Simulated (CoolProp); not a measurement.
A single-stage vapour-compression cycle with CH2F2 (R32): evaporating at 193.15 K (dew point), condensing at 213.15 K (bubble point), superheat 10 K, subcooling 8 K, compressor efficiency 0.8, no pressure losses. Each further row changes one setting.

The numbers come from the reference Helmholtz-energy equation of state, Tillner-Roth 1997 in CoolProp.

```tsv
case	cooling COP	pressure ratio	discharge temperature (K)	refrigerating effect (kJ/kg)	volumetric capacity (kJ/m³)
as stated	…	3.48	279.8	399	232
evaporating temperature 198.15 K	9.78	…	…	403	…
condensing temperature 208.15 K	…	2.62	…	407	237
subcooling 13 K	7.08	3.48	279.8	407	237
superheat 20 K	6.74	3.48	292.3	407	…
compressor efficiency 0.7	6.08	3.48	289.8	399	232
```

Question: Complete the blanks.

Answer: 
- as stated, cooling COP: 6.94
- evaporating temperature 198.15 K, pressure ratio: 2.48
- evaporating temperature 198.15 K, discharge temperature (K): 263.5
- evaporating temperature 198.15 K, volumetric capacity (kJ/m³): 321
- condensing temperature 208.15 K, cooling COP: 9.48
- condensing temperature 208.15 K, discharge temperature (K): 261.2
- superheat 20 K, volumetric capacity (kJ/m³): 225
